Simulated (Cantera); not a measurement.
What does this Cantera script print?

```python
import numpy as np
import cantera as ct

gas_names = """
    CL CLO CL2 O O2 O3 Si SiCL SiCL2 SiCL3 SiCL4 SiO SiO2 Si2 Si3
""".split()
cond_names = """
    Si(cr) Si(L) SiO2(Lqz) SiO2(hqz) SiO2(L)
""".split()


# ... load() reads the species with a 1 bar reference pressure and builds the phases ...
atoms = {
    'SiCl4': {'Si': 1, 'CL': 4},
    'O3': {'O': 3},
}
top_T = {}  # K; cautious upper limits of use, not melting points


# ... equilibrate(T, P, feed) seeds the gas with the atoms and calls Mixture.equilibrate('TP', solver="vcs", rtol=1e-11, max_steps=5000) ...
results = []
feed = {'SiCl4': 1, 'O3': 0.6}  # mol
P = 100000  # Pa
for T in [973, 1123, 1273, 1423, 1573, 1723, 1873, 2023, 2173]:
    mix = equilibrate(T, P, feed)
    results.append((T, P, feed, dict(zip(mix.species_names, mix.species_moles))))

top = {s: max(r[3][s] / sum(r[3][g] for g in gas_names) for r in results) for s in gas_names}
cols = sorted((s for s in top if top[s] > 0.0001), key=lambda s: -top[s])[:9]
seen = [c for c in cond_names if any(r[3].get(c, 0) > 1e-12 for r in results)]
print("log10 of partial pressures in bar; condensed amounts in mol")
print(f"{'T/K':>10s}" + "".join(f"{s[:9]:>10s}" for s in cols + seen))
for T, P, feed, n in results:
    ng = sum(n[g] for g in gas_names)
    print(f"{T:10.4g}" + "".join(f"{np.log10(max(n[s] / ng * P / 1e5, 1e-99)):10.3f}" for s in cols)
          + "".join(f"{n.get(c, 0):10.4g}" for c in seen))
```

It prints:

```
log10 of partial pressures in bar; condensed amounts in mol
       T/K       CL2        CL     SiCL4     SiCL3        O2       CLO SiO2(hqz)   SiO2(L)
       973    -0.024    -3.603    -1.279   -10.833    -9.537    -9.545       0.9         0
      1123    -0.024    -2.710    -1.279    -8.906    -7.777    -7.935       0.9         0
      1273    -0.028    -2.027    -1.281    -7.437    -6.439    -6.710       0.9         0
      1423    -0.038    -1.490    -1.286    -6.282    -5.398    -5.753       0.9         0
      1573    -0.064    -1.062    -1.298    -5.349    -4.584    -5.002    0.8999         0
      1723    -0.117    -0.723    -1.321    -4.578    -3.970    -4.426         0    0.8997
      1873    -0.213    -0.464    -1.359    -3.926    -3.558    -4.020         0    0.8993
      2023    -0.365    -0.277    -1.411    -3.357    -3.333    -3.772         0    0.8986
      2173    -0.576    -0.155    -1.477    -2.849    -3.284    -3.671         0     0.898
```

Equilibrium computed with Cantera from the NASA thermochemical tables; the gas is ideal and each condensed phase is pure. The tables' values for SiCl3 are old estimates; treat these amounts as uncertain. The tables hold silica as quartz up to 1696 K and as liquid above; real silica turns to tridymite and cristobalite and melts near 1996 K.
